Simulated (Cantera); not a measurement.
Feed: 1 mol SiH₄, 0.99 mol HCl, 13 mol H₂, at 1 atm.

Cantera equilibrium calculation (NASA polynomials, part measured and part estimated; ideal gas, pure solids and liquids). Candidate condensed phases: Si; 19 gas species. The tables' values for SiCl₃ are old estimates; treat these amounts as uncertain. The numbers say what is thermodynamically allowed, not how fast it happens. All values below are at 702 °C.

Base state: H₂ 0.978, SiHCl₃ 0.00842, SiCl₄ 0.00758, HCl 0.00503, SiH₂Cl₂ 0.000979, SiCl₃ 0.000106, SiCl₂ 4.18e-5, SiH₃Cl 2.88e-5 (mole fractions); condensed: Si(s).

Task: What changes in the equilibrium state with this change: pressure from 1 atm to 3.23 Torr?

Result: 
```tsv
species	before	after
H₂	0.978	0.968
HCl	0.00503	0.0200
SiCl₄	0.00758	0.00823
SiHCl₃	0.00842	0.00228
SiH₃Cl	2.88e-5	4.81e-7
SiCl₂	4.18e-5	0.000669
SiH₂Cl₂	0.000979	6.58e-5
SiCl₃	0.000106	0.000441
Si(s), mol	0.730	0.815
```
